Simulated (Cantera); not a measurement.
A Cantera script and what it prints.

```python
import numpy as np
import cantera as ct

gas_names = """
    H H2 N NH NH2 NH3 N2 N2H2 N2H4 Si SiH SiH2 SiH3 SiH4 SiN Si2 Si2N Si3
""".split()
cond_names = """
    Si(cr) Si(L) Si3N4(a)
""".split()


# ... load() reads the species with a 1 bar reference pressure and builds the phases ...
atoms = {
    'trisilylamine': {'Si': 3, 'N': 1, 'H': 9},
    'N2': {'N': 2},
}
top_T = {'Si3N4(a)': 2400}  # K; cautious upper limits of use, not melting points


# ... equilibrate(T, P, feed) seeds the gas with the atoms and calls Mixture.equilibrate('TP', solver="vcs", rtol=1e-11, max_steps=5000) ...
results = []
feed = {'trisilylamine': 1, 'N2': 0.76}  # mol
P = 14000  # Pa
for T in [798, 898, 998, 1098, 1198, 1298, 1398, 1498, 1598, 1698, 1798, 1898, 1998, 2098]:
    mix = equilibrate(T, P, feed)
    results.append((T, P, feed, dict(zip(mix.species_names, mix.species_moles))))

top = {s: max(r[3][s] / sum(r[3][g] for g in gas_names) for r in results) for s in gas_names}
cols = sorted((s for s in top if top[s] > 0.0001), key=lambda s: -top[s])[:5]
seen = [c for c in cond_names if any(r[3].get(c, 0) > 1e-12 for r in results)]
print("log10 of partial pressures in bar; condensed amounts in mol")
print(f"{'T/K':>10s}" + "".join(f"{s[:9]:>10s}" for s in cols + seen))
for T, P, feed, n in results:
    ng = sum(n[g] for g in gas_names)
    print(f"{T:10.4g}" + "".join(f"{np.log10(max(n[s] / ng * P / 1e5, 1e-99)):10.3f}" for s in cols)
          + "".join(f"{n.get(c, 0):10.4g}" for c in seen))
```

Output:

```
log10 of partial pressures in bar; condensed amounts in mol
       T/K        H2        N2         H        Si       SiH    Si(cr)     Si(L)  Si3N4(a)
       798    -0.854   -15.727   -12.001   -21.680   -19.258      1.11         0      0.63
       898    -0.854   -13.002   -10.388   -18.410   -16.542      1.11         0      0.63
       998    -0.854   -10.826    -9.094   -15.798   -14.375      1.11         0      0.63
      1098    -0.854    -9.049    -8.034   -13.665   -12.606      1.11         0      0.63
      1198    -0.854    -7.572    -7.148   -11.890   -11.135      1.11         0      0.63
      1298    -0.854    -6.326    -6.397   -10.391    -9.894      1.11         0      0.63
      1398    -0.854    -5.261    -5.752    -9.108    -8.833      1.11         0    0.6299
      1498    -0.854    -4.341    -5.192    -7.998    -7.916     1.112         0    0.6293
      1598    -0.855    -3.539    -4.701    -7.029    -7.115     1.124         0    0.6253
      1698    -0.859    -2.823    -4.269    -6.183    -6.420         0     1.183    0.6056
      1798    -0.882    -2.069    -3.894    -5.511    -5.892         0     1.547    0.4841
      1898    -0.962    -1.514    -3.588    -4.911    -5.451         0     2.999         0
      1998    -0.963    -1.515    -3.276    -4.371    -5.019         0     2.997         0
      2098    -0.965    -1.516    -2.994    -3.884    -4.630         0     2.992         0
```

These are equilibrium values from Cantera (NASA tables, ideal gas, pure condensed phases), not measurements of a reactor. The feed counts by its element totals alone. Mutual solubility and eutectic melting of coexisting phases are not modelled. The tables' values for SiN are old estimates; treat these amounts as uncertain. Gases not in the tables: Si2H6 and higher silanes.
